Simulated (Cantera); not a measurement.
## Moist CO burnout

An isothermal, constant-pressure homogeneous reactor starts with 1.11 % CO, 3.69 % O2, 0.0674 % H2O, 92.4 % N2, 2.77 % H2, equivalence ratio 0.52, at 1400 K and 16000 Pa.

Model: GRI-Mech 3.0 (53 species, 325 reactions), integrated in Cantera. The temperature is held fixed by assumption; the heat of reaction is taken as removed at once.

```csv
t (s),x CO,x O2,x H2O,x N2O,x HO2,x NO,x H
8.00e-5,0.0111,0.0369,0.000674,<1e-12,2.27e-8,<1e-12,5.60e-8
0.000259,0.0111,0.0369,0.000681,2.00e-12,1.12e-7,<1e-12,5.15e-6
0.000837,0.00875,0.0227,0.0186,1.82e-8,1.13e-6,5.75e-7,0.0121
0.00270,0.00356,0.0202,0.0201,2.28e-8,1.02e-6,5.63e-6,0.0101
0.00875,0.00159,0.0188,0.0247,2.84e-8,9.39e-7,1.16e-5,0.00374
0.0283,0.000412,0.0180,0.0280,5.11e-8,6.96e-7,1.33e-5,0.000394
0.0915,4.94e-5,0.0179,0.0288,9.52e-8,2.23e-7,1.34e-5,1.47e-5
0.296,5.56e-6,0.0179,0.0289,1.10e-7,3.64e-8,1.34e-5,6.12e-7
0.956,9.30e-7,0.0179,0.0289,6.28e-8,8.47e-9,1.34e-5,4.86e-8
3.09,2.78e-7,0.0179,0.0289,1.21e-8,5.03e-9,1.34e-5,8.99e-9
10.0,2.09e-7,0.0179,0.0289,6.46e-9,4.85e-9,1.34e-5,6.09e-9
```
x: mole fraction; the columns are a selection and need not sum to one.

Equilibrium at this temperature and pressure: CO 2.09e-7, O2 0.0178, H2O 0.0289, N2O 6.43e-9, HO2 4.83e-9, NO 0.000232, H 6.08e-9 (gas phase only).
